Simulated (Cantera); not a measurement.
## Reactions in the system C-H-S

Standard-state values (1 bar) from the NASA 1993 polynomials, evaluated with Cantera. Values are per mole of reaction as written; species without (g) are pure solids or liquids, kept so even where they would boil at 1 bar.

2 C + H₂S(g) = S + C₂H₂(g)

```tsv
T (K)	ΔH° (kJ)	ΔS° (J/K)	ΔG° (kJ)	log10 K	condensed phases
300	248.7	15.8	244.0	-42.48	C(graphite), S(s)
450	253.9	29.5	240.7	-27.94	C(graphite), S(l)
525	256.1	34.0	238.3	-23.71	C(graphite), S(l)
600	258.0	37.3	235.6	-20.51	C(graphite), S(l)
675	259.3	39.4	232.7	-18.01	C(graphite), S(l)
750	260.3	40.8	229.7	-16.00	C(graphite), S(l)
825	261.2	42.0	226.6	-14.35	C(graphite), S(l)
900	262.3	43.2	223.4	-12.97	C(graphite), S(l)
975	263.3	44.3	220.1	-11.79	C(graphite), S(l)
```

CS₂(g) + 3 H(g) = CH₃(g) + 2 S

```csv
T (K),ΔH° (kJ),ΔS° (J/K),ΔG° (kJ),log10 K,condensed phases
300,-624.1,-324.1,-526.8,91.73,S(s)
450,-621.6,-318.5,-478.3,55.52,S(l)
525,-620.8,-316.7,-454.5,45.22,S(l)
600,-620.3,-315.8,-430.8,37.50,S(l)
675,-620.4,-316.0,-407.1,31.50,S(l)
750,-620.8,-316.6,-383.4,26.70,S(l)
825,-621.2,-317.1,-359.6,22.77,S(l)
900,-621.1,-317.0,-335.8,19.49,S(l)
975,-620.8,-316.6,-312.1,16.72,S(l)
```
